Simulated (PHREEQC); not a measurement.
PHREEQC input (ion-association model, wateq4f.dat):

```
SOLUTION 1
  temp 25
  units mol/kgw
  pH 7 charge
END
SELECTED_OUTPUT 1
  -reset false
  -pH true
  -pe true
  -ionic_strength true
  -water true
  -totals Cd Cl I Zn
  -molalities H+ Cd+2 Cl- I- Zn+2 O2 OH- ZnCl+ ZnCl2 ZnCl3-
    ZnCl4-2 ZnOH+ Zn(OH)2 Zn(OH)3- Zn(OH)4-2 ZnOHCl CdCl+ CdCl2 CdCl3- CdOH+
    Cd(OH)2 Cd(OH)3- Cd(OH)4-2 Cd2OH+3 CdOHCl ZnI+ ZnI2 CdI+ CdI2
  -equilibrium_phases Zn5(OH)8Cl2 Zincite(c) Cd(OH)2 CdOHCl
PRINT
  -reset false
USE solution 1
REACTION 1
  CdI2 1
  0 0.0125 0.025 0.0375 0.05 0.0625 0.075 0.0875 0.1 0.112 0.125 0.137 0.15 moles
EQUILIBRIUM_PHASES 1
  Zn5(OH)8Cl2 0 0.2
  Zincite(c) 0 0
  Cd(OH)2 0 0
  CdOHCl 0 0
  O2(g) -0.68 10
END
```

Selected output (columns that matter, 13 of 13 rows; CdI2 added (mol) added in front):

```
CdI2 added (mol)	pH	mu	Cd	Cl	I	Zn	m_H+	m_Cd+2	m_Cl-	m_I-	m_Zn+2	m_OH-	Zn5(OH)8Cl2	Zincite(c)
0	6.7409	0.024104	0	0.016359	0	0.0082029	2.0574e-07	0	0.016145	0	0.007958	6.4332e-08	0.19182	0.032714
0.0125	6.7325	0.047905	0.012491	0.019898	0.024982	0.0099763	2.1643e-07	0.003795	0.016656	0.017737	0.009715	6.6328e-08	0.19004	0.039797
0.025	6.731	0.062567	0.024981	0.021441	0.049961	0.010749	2.1997e-07	0.005656	0.016984	0.029443	0.010482	6.7597e-08	0.18927	0.042886
0.0375	6.7306	0.073963	0.03747	0.022448	0.074939	0.011254	2.2194e-07	0.0069224	0.017233	0.038822	0.010982	6.855e-08	0.18877	0.044903
0.05	6.7307	0.083572	0.049958	0.023202	0.099916	0.011631	2.2326e-07	0.0078913	0.017438	0.046882	0.011357	6.9325e-08	0.18839	0.046412
0.0625	6.7309	0.092019	0.062446	0.023806	0.12489	0.011934	2.2422e-07	0.008679	0.017613	0.054066	0.011657	6.9983e-08	0.18809	0.047622
0.075	6.7312	0.099636	0.074934	0.024313	0.14987	0.012188	2.2496e-07	0.0093441	0.017768	0.060612	0.011909	7.0556e-08	0.18783	0.048637
0.0875	6.7315	0.10662	0.087422	0.02475	0.17484	0.012406	2.2556e-07	0.0099201	0.017907	0.066668	0.012126	7.1067e-08	0.18761	0.049512
0.1	6.7318	0.11311	0.099909	0.025134	0.19982	0.012599	2.2605e-07	0.010428	0.018033	0.072331	0.012317	7.1528e-08	0.18742	0.050282
0.112	6.7321	0.11896	0.1119	0.025465	0.22379	0.012765	2.2645e-07	0.010866	0.018145	0.077463	0.012482	7.1932e-08	0.18726	0.050945
0.125	6.7325	0.12494	0.12488	0.02579	0.24977	0.012927	2.2682e-07	0.011294	0.018257	0.082738	0.012643	7.2336e-08	0.18709	0.051596
0.137	6.7328	0.13017	0.13687	0.026064	0.27374	0.013065	2.2712e-07	0.011655	0.018354	0.087382	0.012779	7.2681e-08	0.18696	0.052145
0.15	6.7331	0.13559	0.14986	0.026338	0.29972	0.013202	2.2741e-07	0.012014	0.018453	0.0922	0.012915	7.303e-08	0.18682	0.052693
```
